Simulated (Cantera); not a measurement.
## Thermodynamics of chlorosilane synthesis and conversion, feed Si + Cl2 + H2

Input: 1 mol Si, a varied amount of Cl2, 0.93 mol H2, at 0.170 bar.

Method: chemical equilibrium by Gibbs-energy minimisation in Cantera with the NASA 1993 tables (ideal gas, pure condensed phases). Candidate condensed phases: Si; 19 gas species. The tables' values for SiCl3 are old estimates. Kinetics and transport are ignored.

Q: Map the stable condensed phases over T = 277, 377, 477, 577, 677, 777, 877, 977, 1077, 1177, 1277, 1377 °C and n(Cl2) in mol = 0.5, 0.61, 0.75, 0.91, 1.1, 1.4, 1.7, 2, 2.5.

A: 
```
T in °C \ n(Cl2) in mol
          0.5 0.61 0.75 0.91  1.1  1.4  1.7    2  2.5
   1377     A    A    A    A    A    B    B    B    B
   1277     A    A    A    A    A    B    B    B    B
   1177     A    A    A    A    A    A    B    B    B
   1077     A    A    A    A    A    A    A    B    B
    977     A    A    A    A    A    A    A    B    B
    877     A    A    A    A    A    A    A    B    B
    777     A    A    A    A    A    A    A    B    B
    677     A    A    A    A    A    A    A    B    B
    577     A    A    A    A    A    A    A    B    B
    477     A    A    A    A    A    A    A    B    B
    377     A    A    A    A    A    A    A    B    B
    277     A    A    A    A    A    A    A    B    B
```
A: Si; B: gas only.
